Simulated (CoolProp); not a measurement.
Saturation properties of hydrogen chloride.

Computed with CoolProp (reference Helmholtz-energy equation of state, Thol 2018).

| T (°C) | p (MPa) | liquid density (kg/m³) | vapour density (kg/m³) | enthalpy of vaporisation (kJ/kg) |
|---|---|---|---|---|
| -31.55 | 1.025 | 1038 | 21.55 | 373.5 |
| -27.05 | 1.186 | 1024 | 24.90 | 366.0 |
| -22.55 | 1.367 | 1009 | 28.66 | 358.0 |
| -18.05 | 1.566 | 994.3 | 32.88 | 349.7 |
| -13.55 | 1.786 | 978.7 | 37.61 | 341.0 |
| -9.05 | 2.029 | 962.4 | 42.93 | 331.8 |
| -4.45 | 2.301 | 945.2 | 49.05 | 321.8 |
| 0.05 | 2.593 | 927.6 | 55.79 | 311.4 |
| 4.55 | 2.911 | 909.1 | 63.41 | 300.4 |
| 9.05 | 3.257 | 889.6 | 72.05 | 288.5 |
| 13.55 | 3.633 | 869.0 | 81.91 | 275.8 |
| 18.05 | 4.040 | 847.0 | 93.24 | 261.9 |
| 22.55 | 4.482 | 823.2 | 106.4 | 246.8 |

It boils at -85.0 °C under 1 atm.
